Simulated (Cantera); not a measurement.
Thermodynamics of metals in furnace atmospheres, feed Fe + SO₂ + CO

Input: 1 mol Fe, 0.01 mol SO₂, a varied amount of CO, held at 1323 K and 270 Torr.

These are equilibrium values from Cantera (NASA tables, ideal gas, pure condensed phases), not measurements of a reactor. Candidate condensed phases: C, Fe, Fe(CO)₅, FeO, FeS, FeSO₄, FeS₂, Fe₂O₃, Fe₂(SO₄)₃, Fe₃O₄, S; 25 gas species. Metal and sulfide melt together well below either melting point, which pure phases cannot show. Mutual solubility and eutectic melting of coexisting phases are not modelled. FeS: taken at fixed stoichiometry. Condensed phases not in the tables: cementite and carbon dissolved in iron. Rates play no part.

From 0.62 mol CO to 15 mol CO the condensed part is Fe(γ) + FeS(s). At 23 mol CO the condensed part is C(graphite) + Fe(γ) + FeS(s). At 37 mol CO the condensed part is C(graphite) + Fe(γ).

```
n(CO) (mol)   x CO    x CO₂     x COS    x CS₂     x S₂  n Fe(γ)  n FeS(s)  n C(graphite)
-----------  -----  -------  --------  -------  -------  -------  --------  -------------
0.62         0.967   0.0323  0.000247  4.50e-7  1.88e-6    0.990   0.00984              0
0.98         0.979   0.0204  0.000250  7.28e-7  1.88e-6    0.990   0.00975              0
1.5          0.986   0.0133  0.000252  1.13e-6  1.88e-6    0.990   0.00961              0
2.4          0.991  0.00834  0.000253  1.83e-6  1.88e-6    0.991   0.00937              0
3.8          0.994  0.00527  0.000254  2.91e-6  1.88e-6    0.991   0.00900              0
6            0.996  0.00334  0.000254  4.61e-6  1.88e-6    0.992   0.00839              0
9.4          0.998  0.00214  0.000255  7.22e-6  1.88e-6    0.993   0.00743              0
15           0.998  0.00142  0.000255  1.09e-5  1.88e-6    0.994   0.00579              0
23           0.998  0.00142  0.000255  1.09e-5  1.88e-6    0.996   0.00354         0.0123
37           0.998  0.00142  0.000246  1.02e-5  1.76e-6     1.00         0         0.0320
```
x: gas mole fraction; n: condensed amount in mol.
